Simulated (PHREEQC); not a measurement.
Make-up at 25 °C: 0.86 mol LiBr, 0.002 mol Na2B4O7 and 2.8e-05 mol H4SiO4 per kg of water. Closed to the air; pH follows from the charge balance.

All values are PHREEQC results (Pitzer model, pitzer.dat), not measurements.

Task: The ionic strength comes out as 0.864 mol/kgw. What activity coefficients do H3SiO4-, OH-, B(OH)4-, Br-, B3O3(OH)4- get?

Result: H3SiO4- 0.40, OH- 0.40, B(OH)4- 0.40, Br- 0.62, B3O3(OH)4- 0.40. Single-ion values are on the MacInnes scale.

No solid was allowed to form. Species that the database lacks are ignored.
